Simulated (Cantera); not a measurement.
Input: 1 mol SiH4, 35 mol NH3, 2.3 mol H2, held at 3.60 mbar.

Cantera equilibrium calculation (NASA polynomials, part measured and part estimated; ideal gas, pure solids and liquids). Candidate condensed phases: Si, Si3N4; 18 gas species. The numbers say what is thermodynamically allowed, not how fast it happens.

Over these rows the condensed part is Si3N4(s). Partial pressures as log10 of bar:

| T (K) | 1000/T (1/K) | log p Si | log p H2 | log p N2 |
|---|---|---|---|---|
| 1523 | 0.6566 | -8.44 | -2.56 | -3.08 |
| 1548 | 0.6460 | -8.06 | -2.56 | -3.08 |
| 1573 | 0.6357 | -7.69 | -2.56 | -3.08 |
| 1598 | 0.6258 | ? | -2.56 | -3.08 |
| 1623 | 0.6161 | -6.99 | -2.56 | -3.08 |
| 1648 | 0.6068 | -6.65 | -2.56 | -3.08 |

Q: Fit log p(Si) = a + b·(1000/T) to the five rows, give the apparent enthalpy, and predict the row at 1598 K.

A: Means: 1000/T = 0.6322, log p = -7.566. Sxy = -0.061117, Sxx = 0.0017024, so b = -35.90 and a = -7.566 − (-35.90)×0.6322 = 15.13.
Apparent enthalpy: −19.145 × (-35.90) = 687 kJ/mol. With the condensed phases at unit activity, 1/3 Si3N4(s) = Si(g) + 2/3 N2(g) links this pressure to the main gases: over the six rows their terms move log p by +0.00 in all, so the slope is close to that reaction's ΔH°. The five rows lie within 0.01 of the line.
Prediction at 1598 K: 15.13 + (-35.90)×0.6258 = -7.34. The computed value is -7.33, 0.01 from the line.
